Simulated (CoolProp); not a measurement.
Vapour-liquid equilibrium of R114 (1) + n-heptane (2) at 389 K; x and y are mole fractions of (1).

Values from CoolProp's multi-fluid Helmholtz-energy mixture model, Platzer 1990 and Span 2003; pair parameters Bell 2016. This equation is an older, rougher fit; its heat capacities, sound speeds and derivatives of the liquid may be far off and weren't checked against measurements.

Give the bubble pressure and the first vapour's composition at x = 0.275, 0.5, 0.875. Is there an azeotrope?

x = 0.275: 0.6965 MPa, y = 0.786; x = 0.5: 1.065 MPa, y = 0.878; x = 0.875: 1.664 MPa, y = 0.965. No azeotrope shows between x = 0.05 and 0.95.

Pair parameters are fitted to limited data, so mixtures are less certain than the pure fluids. The gap from Raoult's law changes sign with composition, which may be real or a fault of the pair parameters; it wasn't checked against measurements.
